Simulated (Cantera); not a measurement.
A closed system holds: 1 mol SiH4, 4.2 mol N2, 2.7 mol H2, 10 mol NH3, held at 0.518 Torr.

Cantera equilibrium calculation (NASA polynomials, part measured and part estimated; ideal gas, pure solids and liquids). Candidate condensed phases: Si, Si3N4; 18 gas species. The tables' values for SiN are old estimates; treat these amounts as uncertain. Gases not in the tables: Si2H6 and higher silanes. The numbers say what is thermodynamically allowed, not how fast it happens.

log p: log10 of the partial pressure in bar; n: condensed amount in mol.

```csv
T (K),log p H2,log p N2,log p H,log p Si,log p SiH,log p Si2N,log p Si2,n Si3N4(s),n Si(s),n Si(l)
775,-3.32,-3.68,-13.66,<-15,<-15,<-15,<-15,0.333,0,0
875,-3.32,-3.68,-11.96,<-15,<-15,<-15,<-15,0.333,0,0
975,-3.32,-3.68,-10.60,<-15,<-15,<-15,<-15,0.333,0,0
1075,-3.32,-3.68,-9.49,<-15,<-15,<-15,<-15,0.333,0,0
1175,-3.32,-3.68,-8.57,-15.08,<-15,<-15,<-15,0.333,0,0
1275,-3.32,-3.68,-7.79,-12.66,-13.34,<-15,<-15,0.333,0,0
1375,-3.32,-3.68,-7.12,-10.59,-11.50,-13.18,-15.12,0.333,0,0
1475,-3.32,-3.68,-6.55,-8.81,-9.92,-10.91,-12.36,0.333,0,0
1575,-3.32,-3.68,(withheld),(withheld),(withheld),(withheld),(withheld),0.332,0,0
1675,-3.33,-3.66,-5.60,-6.36,-7.80,-8.12,-8.77,0,0.980,0
1775,-3.33,-3.66,(withheld),(withheld),(withheld),(withheld),(withheld),0,0,(withheld)
1875,-3.34,-3.67,-4.86,-5.04,-6.75,-7.15,-7.17,0,0,0.587
```

Problem. Complete the blanks.

Solution. 
- 1575, log p H: -6.04
- 1575, log p Si: -7.26
- 1575, log p SiH: -8.54
- 1575, log p Si2N: -8.94
- 1575, log p Si2: -9.96
- 1775, log p H: -5.21
- 1775, log p Si: -5.66
- 1775, log p SiH: -7.24
- 1775, log p Si2N: -7.59
- 1775, log p Si2: -7.91
- 1775, n Si(l): 0.900
